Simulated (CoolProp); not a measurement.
Model: reference Helmholtz-energy equation of state, Tillner-Roth 1997, in CoolProp.

**Question.** For CH2F2 (R32), give the phase and the cv (kJ/(kg K)), expansivity (1/kK) at 435 K and 21.7 bar; 435 K and 54.2 bar; 435 K and 75.9 bar.

**Answer.** 
- 435 K and 21.7 bar: gas; cv 0.916, expansivity 2.96
- 435 K and 54.2 bar: gas; cv 0.967, expansivity 4.35
- 435 K and 75.9 bar: supercritical; cv 1.00, expansivity 5.64
